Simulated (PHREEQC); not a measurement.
# Leach liquor: speciation

Make-up at 20 °C: 1.9 mmol/kgw HCl, 0.85 mmol/kgw FeSO4 and 20 mmol/kgw Fe2(SO4)3. Closed to the air; pH follows from the charge balance.

Equilibrium calculation in PHREEQC: ion-association model, wateq4f.dat.

Precipitation was switched off in this run.

Question: Predict the pH, ionic strength.

Answer: pH 2.63; ionic strength 0.0754 mol/kgw.

Question: In which forms is S present?

Answer: FeSO4+ 49 %, SO4-2 30 %, Fe(SO4)2- 16 %, HSO4- 3.2 %, FeHSO4+2 0.6 % of the S.

Examples of supersaturated solids here: Hematite (slow to form), Goethite (slow to form). Others may be too. Species that the database lacks are ignored.
